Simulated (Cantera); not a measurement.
Standard-state values (1 bar) from the NASA 1993 polynomials, evaluated with Cantera. Values are per mole of reaction as written; species without (g) are pure solids or liquids, kept so even where they would boil at 1 bar. TaC: taken at fixed stoichiometry.

4 TaC + 6 N(g) + C₂H₆(g) = 6 HCN(g) + 4 Ta

```
T (K)    ΔH° (kJ)   ΔS° (J/K)    ΔG° (kJ)     log10 K
-----  ----------  ----------  ----------  ----------
2150   (withheld)  (withheld)  (withheld)  (withheld)
2350   (withheld)  (withheld)  (withheld)  (withheld)
2550      -1453.0       -12.7     -1420.7       29.10
2750      -1461.6       -15.9     -1417.8       26.93
2950   (withheld)  (withheld)  (withheld)  (withheld)
```

Task: Some entries are withheld; supply them.

Result: 
- 2150, ΔH° (kJ): -1434.9
- 2150, ΔS° (J/K): -5.0
- 2150, ΔG° (kJ): -1424.2
- 2150, log10 K: 34.60
- 2350, ΔH° (kJ): -1444.0
- 2350, ΔS° (J/K): -9.0
- 2350, ΔG° (kJ): -1422.8
- 2350, log10 K: 31.63
- 2950, ΔH° (kJ): -1469.5
- 2950, ΔS° (J/K): -18.7
- 2950, ΔG° (kJ): -1414.3
- 2950, log10 K: 25.04
